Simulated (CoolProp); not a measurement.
Saturated liquid density (kg/m³) of carbon monoxide: the reference equation beside estimates from Tc = -140.3 °C, pc = 34.98 bar, ω = 0.050. Rackett uses Z = 0.29056 − 0.08775 ω.

Model: reference Helmholtz-energy equation of state, Lemmon 2006, in CoolProp. It is a short technical equation, of lower accuracy than the large ones.

```json
[
 {"T (°C)": "-171.25", "reference": "695.1", "Rackett": "707.3", "Redlich-Kwong": "677.4", "Soave-Redlich-Kwong": "678.1", "Peng-Robinson": "768.6"},
 {"T (°C)": "-168.75", "reference": "681.2", "Rackett": "693.6", "Redlich-Kwong": "659.9", "Soave-Redlich-Kwong": "?", "Peng-Robinson": "749.3"},
 {"T (°C)": "-166.25", "reference": "666.5", "Rackett": "679.3", "Redlich-Kwong": "641.4", "Soave-Redlich-Kwong": "643.0", "Peng-Robinson": "728.9"},
 {"T (°C)": "-163.75", "reference": "651.2", "Rackett": "664.2", "Redlich-Kwong": "?", "Soave-Redlich-Kwong": "624.0", "Peng-Robinson": "707.2"},
 {"T (°C)": "-161.25", "reference": "635.1", "Rackett": "648.4", "Redlich-Kwong": "601.3", "Soave-Redlich-Kwong": "603.8", "Peng-Robinson": "684.1"},
 {"T (°C)": "-158.75", "reference": "617.9", "Rackett": "?", "Redlich-Kwong": "579.4", "Soave-Redlich-Kwong": "582.2", "Peng-Robinson": "659.3"},
 {"T (°C)": "-156.25", "reference": "599.5", "Rackett": "?", "Redlich-Kwong": "556.0", "Soave-Redlich-Kwong": "559.0", "Peng-Robinson": "632.4"},
 {"T (°C)": "-153.65", "reference": "578.8", "Rackett": "593.1", "Redlich-Kwong": "?", "Soave-Redlich-Kwong": "532.8", "Peng-Robinson": "602.0"},
 {"T (°C)": "-151.15", "reference": "556.8", "Rackett": "571.4", "Redlich-Kwong": "?", "Soave-Redlich-Kwong": "505.1", "Peng-Robinson": "569.6"},
 {"T (°C)": "-148.65", "reference": "531.9", "Rackett": "546.8", "Redlich-Kwong": "471.0", "Soave-Redlich-Kwong": "474.1", "Peng-Robinson": "533.2"},
 {"T (°C)": "-146.15", "reference": "502.8", "Rackett": "517.6", "Redlich-Kwong": "?", "Soave-Redlich-Kwong": "438.3", "Peng-Robinson": "491.0"}
]
```

Task: What belongs in the gaps?

Result: 
- -168.75, Soave-Redlich-Kwong: 661.0
- -163.75, Redlich-Kwong: 621.9
- -158.75, Rackett: 631.5
- -156.25, Rackett: 613.5
- -153.65, Redlich-Kwong: 529.7
- -151.15, Redlich-Kwong: 501.9
- -146.15, Redlich-Kwong: 435.5

Absolute difference from the reference over all 11 rows, mean and median: Rackett 2.3 and 2.2 %, Redlich-Kwong 6.9 and 6.2 %, Soave-Redlich-Kwong 6.5 and 5.8 %, Peng-Robinson 6.1 and 6.7 %.
